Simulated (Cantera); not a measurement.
Feed: 1 mol SiC, 0.0071 mol H2O, 240 mol N2, at 0.000110 bar.

Equilibrium computed with Cantera from the NASA thermochemical tables; the gas is ideal and each condensed phase is pure. Candidate condensed phases: C, C6H6, C7H8, C8H18, H2O, Si, SiC, SiO2, Si2N2O, Si3N4; 151 gas species. N2 is the only nitrogen source here; it is nearly inert below about 1500 K, so the nitride shown seldom forms there in practice. Mutual solubility and eutectic melting of coexisting phases are not modelled. The numbers say what is thermodynamically allowed, not how fast it happens.

What share of the Si ends up in condensed phases as a function of T (°C), at 925, 1000, 1075, 1150, 1225, 1300, 1375, 1450, 1525, 1600, 1675?


```tsv
T (°C)	Si condensed (%)	as
925	100.0	SiC(s) + Si2N2O(s) + Si3N4(s)
1000	100.0	SiC(s) + Si3N4(s)
1075	99.9	SiC(s) + Si3N4(s)
1150	99.6	SiC(s)
1225	99.5	SiC(s)
1300	99.3	SiC(s)
1375	99.1	SiC(s)
1450	96.3	SiC(s)
1525	83.3	SiC(s)
1600	32.3	SiC(s)
1675	0.0	-
```
